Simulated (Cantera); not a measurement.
A perfectly stirred reactor is fed with 14.2 % H₂, 8.33 % O₂, 77.5 % N₂, equivalence ratio 0.85, at 1.00 bar; it is held at 1050 K, and followed from long to short residence time.

Cantera simulation using the H2/O2 subset of GRI-Mech 3.0, which has no nitrogen chemistry; the numbers are that mechanism's predictions, not measurements. The temperature is held fixed by assumption; the heat of reaction is taken as removed at once.

x: mole fraction; the columns are a selection and need not sum to one.

| τ (s) | x H₂ | x O₂ | x HO₂ | x OH | x O | x H | x H₂O₂ |
|---|---|---|---|---|---|---|---|
| 0.30 | 0.00330 | 0.0151 | 1.70e-5 | 1.00e-5 | 5.49e-6 | 1.02e-5 | 4.32e-6 |
| 0.14 | 0.00406 | 0.0154 | 1.83e-5 | 1.72e-5 | 1.02e-5 | 2.11e-5 | 3.42e-6 |
| 0.068 | 0.00506 | 0.0159 | 1.97e-5 | 2.80e-5 | 1.80e-5 | 4.17e-5 | 2.67e-6 |
| 0.033 | … | 0.0166 | 2.12e-5 | … | … | … | … |
| 0.016 | 0.00864 | 0.0177 | 2.31e-5 | 6.63e-5 | 5.00e-5 | 0.000157 | 1.87e-6 |
| 0.0074 | … | … | … | … | … | … | 1.73e-6 |
| 0.0035 | 0.0164 | 0.0215 | 2.85e-5 | 0.000145 | 0.000129 | 0.000565 | 1.71e-6 |

**Question.** Fill in the missing entries.

**Answer.** 
- 0.033, x H₂: 0.00652
- 0.033, x OH: 4.39e-5
- 0.033, x O: 3.05e-5
- 0.033, x H: 8.16e-5
- 0.033, x H₂O₂: 2.16e-6
- 0.0074, x H₂: 0.0119
- 0.0074, x O₂: 0.0193
- 0.0074, x HO₂: 2.55e-5
- 0.0074, x OH: 9.98e-5
- 0.0074, x O: 8.20e-5
- 0.0074, x H: 0.000305
